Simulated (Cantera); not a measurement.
A perfectly stirred reactor is fed with 13.8 % CO, 0.650 % H₂, 13.2 % O₂, 72.3 % N₂, at 10.0 bar; it is adiabatic with a 323 K inlet, and is followed from long to short residence time, starting on the burning branch (τ in s: 0.34, 0.14, 0.055, 0.022, 0.0091, 0.0037, 0.0015, 0.0006, 0.00024, 9.8e-05, 4e-05, 1.6e-05, 6.5e-06).

Detailed kinetics in Cantera: GRI-Mech 3.0 (53 species, 325 reactions). The hydrogen kinetics of GRI-Mech 3.0 are dated; newer H2 mechanisms differ, most at raised pressure.

Question: Predict: blow-out, bracketed by the residence times tried; x(CO) at τ = 0.340 s; x(H₂) at τ = 0.340 s; x(O₂) at τ = 0.340 s; x(CO₂) at τ = 0.340 s; x(O) at τ = 0.340 s; x(CO) at τ = 1.50 ms; x(H₂) at τ = 1.50 ms; x(O₂) at τ = 1.50 ms.

Answer: 
- blow-out, bracketed by the residence times tried: burning at 3.70 ms, out at 1.50 ms
- x(CO) at τ = 0.340 s: 0.000322
- x(H₂) at τ = 0.340 s: 1.86e-6
- x(O₂) at τ = 0.340 s: 0.0640
- x(CO₂) at τ = 0.340 s: 0.149
- x(O) at τ = 0.340 s: 1.27e-5
- x(CO) at τ = 1.50 ms: 0.138
- x(H₂) at τ = 1.50 ms: 0.00650
- x(O₂) at τ = 1.50 ms: 0.132
